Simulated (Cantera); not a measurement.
A closed system holds: 1 mol SiH2Cl2, 0.021 mol C2H4, 14 mol H2, held at 19.5 Torr.

Cantera equilibrium calculation (NASA polynomials, part measured and part estimated; ideal gas, pure solids and liquids). Candidate condensed phases: C, C6H6, C7H8, C8H18, Si, SiC; 109 gas species. Mutual solubility and eutectic melting of coexisting phases are not modelled. The numbers say what is thermodynamically allowed, not how fast it happens.

Over these rows the condensed part is Si(s) + SiC(s). Partial pressures as log10 of bar:

```
T (K)  1000/T (1/K)  log p SiHCl3  log p H2  log p HCl  log p SiCl2
-----  ------------  ------------  --------  ---------  -----------
1173         0.8525         -4.03     -1.62      -2.84        -3.71
1273         0.7855         -4.43     -1.63      -2.73        -3.41
1373         0.7283         -4.96     -1.63      -2.69        -3.30
1473         0.6789         -5.49     -1.63      -2.69        -3.25
1573         0.6357         -5.98     -1.63      -2.70        -3.23
1673         0.5977             ?     -1.63      -2.70        -3.21
```

Question: Fit log p(SiHCl3) = a + b·(1000/T) to the five rows, give the apparent enthalpy, and predict the row at 1673 K.

Answer: Means: 1000/T = 0.7362, log p = -4.978. Sxy = 0.267165, Sxx = 0.0294021, so b = 9.09 and a = -4.978 − (9.09)×0.7362 = -11.67.
Apparent enthalpy: −19.145 × (9.09) = -174 kJ/mol. With the condensed phases at unit activity, Si(s) + 3 HCl(g) = SiHCl3(g) + H2(g) links this pressure to the main gases: over the six rows their terms move log p by +0.43 in all, so the slope isn't that reaction's ΔH° alone. The five rows lie within 0.11 of the line; that is curvature, so one enthalpy describes this range poorly.
Prediction at 1673 K: -11.67 + (9.09)×0.5977 = -6.24. The computed value is -6.41, 0.17 from the line.
